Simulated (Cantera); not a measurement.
Gas-phase reforming

An isothermal, constant-pressure homogeneous reactor starts with 69.9 % CH4, 30.1 % H2O, at 1450 K and 0.987 atm.

Computed with Cantera and GRI-Mech 3.0 (53 species, 325 reactions). GRI-Mech 3.0 stops at C3 and has no aromatics, soot or wall deposition, so with more carbon than oxygen in the feed, carbon stays in small species such as C2H2 where larger ones or solid carbon would form.

```csv
t (s),x CH4,x H2O,x CO2,x CO,x OH,x C2H,x HCO
3.00e-6,0.699,0.301,<1e-12,<1e-12,7.55e-10,<1e-12,<1e-12
8.77e-6,0.699,0.301,<1e-12,<1e-12,1.91e-9,<1e-12,<1e-12
2.56e-5,0.699,0.301,<1e-12,<1e-12,5.27e-9,<1e-12,<1e-12
7.50e-5,0.699,0.301,<1e-12,<1e-12,1.45e-8,<1e-12,<1e-12
0.000219,0.699,0.301,<1e-12,3.58e-11,3.24e-8,<1e-12,<1e-12
0.000641,0.699,0.301,<1e-12,1.49e-9,4.28e-8,<1e-12,<1e-12
0.00187,0.698,0.301,1.92e-12,2.57e-8,5.13e-8,<1e-12,3.07e-12
0.00548,0.696,0.301,1.10e-10,3.83e-7,6.79e-8,<1e-12,1.55e-11
0.0160,0.689,0.300,5.75e-9,4.85e-6,8.75e-8,4.90e-12,5.73e-11
0.0468,0.664,0.296,1.51e-7,3.26e-5,8.93e-8,7.11e-11,7.90e-11
0.137,0.598,0.284,2.00e-6,0.000152,7.81e-8,3.57e-10,5.99e-11
0.400,0.473,0.262,2.32e-5,0.000738,6.63e-8,8.49e-10,4.32e-11
1.17,0.305,0.230,0.000228,0.00314,6.02e-8,1.49e-9,5.04e-11
3.42,0.185,0.197,0.00152,0.0121,6.26e-8,2.19e-9,1.69e-10
10.0,0.172,0.158,0.00467,0.0372,5.09e-8,1.95e-9,5.11e-10
```
x: mole fraction; the columns are a selection and need not sum to one.

Equilibrium at this temperature and pressure: CH4 0.140, H2O 2.62e-6, CO2 2.97e-7, CO 0.173, OH <1e-12, C2H 5.53e-10, HCO 2.62e-9 (gas phase only).
